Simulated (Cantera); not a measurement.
## Fe3O4 + CH4 + N2 (carbothermic reduction)

Input: 1 mol Fe3O4, a varied amount of CH4, 1.5 mol N2, at 2223 K and 525 Torr.

Equilibrium computed with Cantera from the NASA thermochemical tables; the gas is ideal and each condensed phase is pure. Candidate condensed phases: C, C6H6, C7H8, C8H18, Fe, Fe(CO)5, FeO, Fe(OH)2, Fe(OH)3, Fe2O3, Fe3O4, H2O; 140 gas species. Each liquid is taken as pure. Mutual solubility and eutectic melting of coexisting phases are not modelled. The tables' stoichiometric FeO is somewhat more stable than real wüstite, so its field is too wide. FeO: taken at fixed stoichiometry. Rates play no part.

| n(CH4) (mol) | x N2 | x H2 | x CO | x H2O | x CO2 | x H | n FeO(l) | n Fe(l) |
|---|---|---|---|---|---|---|---|---|
| 0.52 | 0.488 | 0.197 | 0.149 | 0.139 | 0.0197 | 0.00340 | 2.99 | 0 |
| 0.66 | 0.428 | 0.253 | 0.173 | 0.122 | 0.0155 | 0.00385 | 2.86 | 0.125 |
| 0.84 | 0.370 | 0.278 | 0.190 | 0.134 | 0.0171 | 0.00404 | 2.55 | 0.434 |
| 1.1 | 0.310 | 0.305 | 0.209 | 0.147 | 0.0188 | 0.00423 | 2.09 | 0.881 |
| 1.4 | 0.261 | 0.327 | 0.224 | 0.158 | 0.0201 | 0.00438 | 1.57 | 1.40 |
| 1.7 | 0.226 | 0.343 | 0.235 | 0.165 | 0.0211 | 0.00449 | 1.06 | 1.91 |
| 2.2 | 0.184 | 0.362 | 0.247 | 0.174 | 0.0222 | 0.00461 | 0.189 | 2.77 |
| 2.8 | 0.150 | 0.451 | 0.269 | 0.108 | 0.0120 | 0.00514 | 0 | 2.95 |
x: gas mole fraction; n: condensed amount in mol.

At 0.52 mol CH4 the condensed part is FeO(l). From 0.66 mol CH4 to 2.2 mol CH4 the condensed part is Fe(l) + FeO(l). At 2.8 mol CH4 the condensed part is Fe(l). The main Fe-bearing gas is Fe throughout. The share of Fe in condensed phases is highest at 0.52 mol CH4 (99.6 %) and lowest at 2.8 mol CH4 (98.3 %).
